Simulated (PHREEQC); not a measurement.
0.5 mol of ZnCO3:H2O (ZnCO3:H2O) is brought to equilibrium with 1 kg of water, with rising amounts of Cu(BF4)2, at 25 °C. Oxygen is held at 0.21 atm. No CO2 enters from the air. Solids allowed: ZnCO3:H2O, Cu(OH)2, Malachite, Zn(OH)2-e, Smithsonite, CuF2:2H2O, ZnF2. Others were left out.

Equilibrium calculation in PHREEQC: ion-association model with all activity coefficients set to 1, wateq4f.dat.

Predict pH, dissolved Zn (mol/kgw) at Cu(BF4)2 added (mol) = 0.00208, 0.00625, 0.00833, 0.0125.


```
Cu(BF4)2 added (mol)    pH  dissolved Zn (mol/kgw)
--------------------  ----  ----------------------
0.00208               5.40                 0.00868
0.00625               5.03                  0.0213
0.00833               4.96                  0.0256
0.0125                4.87                  0.0326
```

Real BF4- forms and hydrolyses slowly; the run takes it at equilibrium.
